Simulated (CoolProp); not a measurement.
CH2F2 (R32) at several states: fugacity coefficient from the reference equation and from simpler models built on Tc = 351.3 K, pc = 5.783 MPa, ω = 0.277; each cubic takes its own stable root.

The numbers come from the reference Helmholtz-energy equation of state, Tillner-Roth 1997 in CoolProp.

| T (K) | p (MPa) | phase | reference | van der Waals | Redlich-Kwong | Soave-Redlich-Kwong | Peng-Robinson |
|---|---|---|---|---|---|---|---|
| 318.3 | 0.122 | gas | 0.9884 | 0.9921 | 0.9905 | 0.9901 | 0.9892 |
| 145.2 | 0.0154 | liquid | 0.01129 | 0.9942 | 0.03931 | 0.009056 | 0.01076 |
| 249.5 | 1.67 | liquid | 0.1991 | 0.6524 | 0.3228 | 0.2066 | 0.2042 |

At some of these states van der Waals gives the other phase, because its saturation line lies elsewhere.
